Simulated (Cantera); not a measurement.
A Cantera script and what it prints.

```python
import numpy as np
import cantera as ct

gas_names = """
    H HO2 H2 H2O H2O2 O OH O2 O3 Pb PbO Pb2
""".split()
cond_names = """
    H2O(s) H2O(L) Pb(cr) Pb(L) PbO(rd) PbO(yw) PbO(L) PbO2(s) Pb3O4(s)
""".split()


# ... load() reads the species with a 1 bar reference pressure and builds the phases ...
atoms = {
    'PbO': {'Pb': 1, 'O': 1},
    'H2': {'H': 2},
}
top_T = {'Pb3O4(s)': 820}  # K; cautious upper limits of use, not melting points


# ... equilibrate(T, P, feed) seeds the gas with the atoms and calls Mixture.equilibrate('TP', solver="vcs", rtol=1e-11, max_steps=5000) ...
results = []
feed = {'PbO': 1, 'H2': 0.36}  # mol
P = 133.322  # Pa
for T in [475, 575, 675, 775, 875, 975, 1075, 1175, 1275]:
    mix = equilibrate(T, P, feed)
    results.append((T, P, feed, dict(zip(mix.species_names, mix.species_moles))))
    x = sorted(zip(gas.X, gas.species_names), reverse=True)
    print(f"T = {T:g} K  P = {P:g} Pa  gas = {mix.phase_moles(0):.4g} mol")
    print("   x: " + "  ".join(f"{s} {v:.3e}" for v, s in x if v > 1e-06))
    print("   condensed (mol): " + ("  ".join(f"{mix.phase(i).name} {mix.phase_moles(i):.4g}"
          for i in range(1, mix.n_phases) if mix.phase_moles(i) > 1e-12) or "none"))
```

Result:

```
T = 475 K  P = 133.322 Pa  gas = 0.36 mol
   x: H2O 1.000e+00  H2 4.539e-06
   condensed (mol): Pb(cr) 0.36  PbO(rd) 0.64
T = 575 K  P = 133.322 Pa  gas = 0.36 mol
   x: H2O 1.000e+00  H2 1.446e-05
   condensed (mol): Pb(cr) 0.36  PbO(rd) 0.64
T = 675 K  P = 133.322 Pa  gas = 0.36 mol
   x: H2O 1.000e+00  H2 3.111e-05
   condensed (mol): Pb(L) 0.36  PbO(rd) 0.64
T = 775 K  P = 133.322 Pa  gas = 0.36 mol
   x: H2O 9.999e-01  H2 5.551e-05  Pb 1.867e-05
   condensed (mol): Pb(L) 0.36  PbO(yw) 0.64
T = 875 K  P = 133.322 Pa  gas = 0.3602 mol
   x: H2O 9.994e-01  Pb 5.057e-04  H2 8.961e-05  PbO 1.931e-06
   condensed (mol): Pb(L) 0.3598  PbO(yw) 0.64
T = 975 K  P = 133.322 Pa  gas = 0.3625 mol
   x: H2O 9.929e-01  Pb 6.876e-03  H2 1.334e-04  PbO 9.733e-05
   condensed (mol): Pb(L) 0.3575  PbO(yw) 0.64
T = 1075 K  P = 133.322 Pa  gas = 0.3827 mol
   x: H2O 9.405e-01  Pb 5.696e-02  PbO 2.311e-03  H2 1.791e-04
   condensed (mol): Pb(L) 0.3381  PbO(yw) 0.6392
T = 1175 K  P = 133.322 Pa  gas = 0.5598 mol
   x: H2O 6.430e-01  Pb 3.266e-01  PbO 3.024e-02  H2 1.725e-04  Pb2 9.379e-06  OH 1.146e-06
   condensed (mol): Pb(L) 0.1771  PbO(L) 0.6232
T = 1275 K  P = 133.322 Pa  gas = 0.9206 mol
   x: Pb 3.913e-01  H2O 3.910e-01  PbO 2.174e-01  O2 1.588e-04  H2 4.691e-05  OH 1.341e-05  Pb2 8.270e-06
   condensed (mol): PbO(L) 0.4396
```

Cantera equilibrium calculation (NASA polynomials, part measured and part estimated; ideal gas, pure solids and liquids). Each liquid is taken as pure. Mutual solubility and eutectic melting of coexisting phases are not modelled. Gases not in the tables: (PbO)n polymers.
